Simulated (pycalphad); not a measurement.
Computed with pycalphad from the COST 507 light-alloy database (1999), at 1 atm. The database dates from 1999; later assessments differ in places, in temperatures and in the compounds included. Amounts are mole fractions of atoms.

Problem. Give the equilibrium state of Al-1.009Fe-0.2795Si (wt.%) at 850 K.

Solution. FCC_A1, fraction 0.979, with 0.02 Fe, 0.24 Si wt.%; AL13FE4, fraction 0.016, with 39.1 Fe, 0.14 Si wt.%; ALFESI_ALPHA, fraction 0.006, with 32.6 Fe, 6.2 Si wt.%.

Problem. Give the equilibrium state of Al-1.009Fe-0.2795Si (wt.%) at 650 K.

Solution. 
```
T = 650.00 K, P = 101325 Pa, N = 1 mol of atoms
G = -22910 J/mol, H = 8787 J/mol, S = 48.77 J/(mol K)  (SER reference)
chemical potentials (J/mol): Al -22378, Fe -130635, Si -22801
phase             fraction      x(Al)      x(Fe)      x(Si)
FCC_A1              0.9742     0.9995   2.74e-06   0.000496
ALFESI_ALPHA        0.0258     0.7240     0.1900     0.0860
```

Database names, with the compositions (at.%) that they take in these runs: AL13FE4: Al 76 Fe 24; ALFESI_ALPHA: Al 71-74 Fe 19 Si 7-10. FCC_A1 is fcc.
